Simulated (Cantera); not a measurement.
A perfectly stirred reactor is fed with CH4 : O2 : N2 = 1 : 2.74 : 10.3 (molar parts), equivalence ratio 0.73, at 520000 Pa; it is adiabatic with a 473 K inlet, and is followed from long to short residence time, starting on the burning branch (τ in s: 0.054, 0.02, 0.0078, 0.0029, 0.0011, 0.00042, 0.00016, 6.1e-05, 2.3e-05, 8.7e-06).

Model: GRI-Mech 3.0 (53 species, 325 reactions), integrated in Cantera.

Q: What does this change do: inlet temperature 473 to 300 K?

A: 
```json
[
 {"quantity": "blow-out, bracketed by the residence times tried", "before": "burning at 61.0 µs, out at 23.0 µs", "after": "burning at 0.160 ms, out at 61.0 µs"},
 {"quantity": "x(CH4) at τ = 54.0 ms", "before": "3.83e-6", "after": "7.24e-6"},
 {"quantity": "x(O2) at τ = 54.0 ms", "before": "0.0524", "after": "0.0526"},
 {"quantity": "x(OH) at τ = 54.0 ms", "before": "0.00137", "after": "0.000829"},
 {"quantity": "x(H2O2) at τ = 54.0 ms", "before": "1.60e-7", "after": "1.29e-7"},
 {"quantity": "x(NO) at τ = 54.0 ms", "before": "0.000203", "after": "3.72e-5"},
 {"quantity": "x(CH4) at τ = 0.420 ms", "before": "0.000151", "after": "0.000239"},
 {"quantity": "x(O2) at τ = 0.420 ms", "before": "0.0547", "after": "0.0555"},
 {"quantity": "x(OH) at τ = 0.420 ms", "before": "0.00339", "after": "0.00240"},
 {"quantity": "x(H2O2) at τ = 0.420 ms", "before": "5.81e-7", "after": "7.47e-7"},
 {"quantity": "x(NO) at τ = 0.420 ms", "before": "2.94e-5", "after": "1.29e-5"}
]
```
